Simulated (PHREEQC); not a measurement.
Consider water at 25 °C with 1.3 mol MgCl2, 0.015 mol BaCl2 and 0.69 mol LiCl per kg of water. Closed to the air; pH follows from the charge balance.

Model: Pitzer model, pitzer.dat, run in PHREEQC.

No solid was allowed to form.

Task: Estimate the activity of water, osmotic coefficient, density.

Result: activity of water 0.878; osmotic coefficient 1.355; density 1.106 g/cm³.
